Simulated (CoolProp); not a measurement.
Aqueous potassium carbonate as a coolant, at 1 °C, 1 atm.

Model: Melinder's fits for secondary coolants, in CoolProp.

```json
[
 {"mass %": "1.5", "freezing point (°C)": "-0.4", "Prandtl number": "12.9", "conductivity (W/(m K))": "0.563", "viscosity (mPa s)": "1.77", "cp (kJ/(kg K))": "4.097"},
 {"mass %": "6", "freezing point (°C)": "-2.0", "Prandtl number": "13.1", "conductivity (W/(m K))": "0.561", "viscosity (mPa s)": "1.92", "cp (kJ/(kg K))": "3.837"},
 {"mass %": "10.6", "freezing point (°C)": "-3.9", "Prandtl number": "13.8", "conductivity (W/(m K))": "0.557", "viscosity (mPa s)": "2.11", "cp (kJ/(kg K))": "3.637"},
 {"mass %": "15.2", "freezing point (°C)": "-6.0", "Prandtl number": "14.7", "conductivity (W/(m K))": "0.552", "viscosity (mPa s)": "2.35", "cp (kJ/(kg K))": "3.460"},
 {"mass %": "19.8", "freezing point (°C)": "-8.7", "Prandtl number": "16.2", "conductivity (W/(m K))": "0.548", "viscosity (mPa s)": "2.70", "cp (kJ/(kg K))": "3.287"},
 {"mass %": "24.4", "freezing point (°C)": "-12.3", "Prandtl number": "18.3", "conductivity (W/(m K))": "0.543", "viscosity (mPa s)": "3.19", "cp (kJ/(kg K))": "3.117"},
 {"mass %": "29", "freezing point (°C)": "-17.3", "Prandtl number": "21.5", "conductivity (W/(m K))": "0.539", "viscosity (mPa s)": "3.92", "cp (kJ/(kg K))": "2.959"}
]
```
